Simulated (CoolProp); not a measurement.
Vapour-liquid equilibrium of benzene (1) + octamethylcyclotetrasiloxane (D4) (2) at 60.55 °C; x and y are mole fractions of (1).

Model: multi-fluid Helmholtz-energy mixture model, Thol 2012 and Thol 2015; pair parameters Bell 2016, in CoolProp.

```
x     bubble pressure, mixture model (MPa)  bubble pressure, Raoult's law (MPa)  y, mixture model  y, Raoult's law
----  ------------------------------------  -----------------------------------  ----------------  ---------------
0.05                                     …                             0.003922             0.653            0.679
0.2                                      …                              0.01171                 …            0.910
0.35                                     …                              0.01951                 …            0.956
0.5                                0.02795                              0.02730             0.976            0.976
0.65                                     …                              0.03509             0.986            0.987
0.8                                      …                              0.04289                 …            0.994
0.95                               0.05056                              0.05068             0.999            0.999
```

**Question.** What belongs in the gaps?

**Answer.** 
- 0.05, bubble pressure, mixture model (MPa): 0.003633
- 0.2, bubble pressure, mixture model (MPa): 0.01183
- 0.2, y, mixture model: 0.911
- 0.35, bubble pressure, mixture model (MPa): 0.02026
- 0.35, y, mixture model: 0.957
- 0.65, bubble pressure, mixture model (MPa): 0.03512
- 0.8, bubble pressure, mixture model (MPa): 0.04250
- 0.8, y, mixture model: 0.993

The largest gap from Raoult's law is -7.4 % in bubble pressure, at x = 0.05. No azeotrope shows between x = 0.05 and 0.95.

Pair parameters are fitted to limited data, so mixtures are less certain than the pure fluids. The gap from Raoult's law changes sign with composition, which may be real or a fault of the pair parameters; it wasn't checked against measurements.
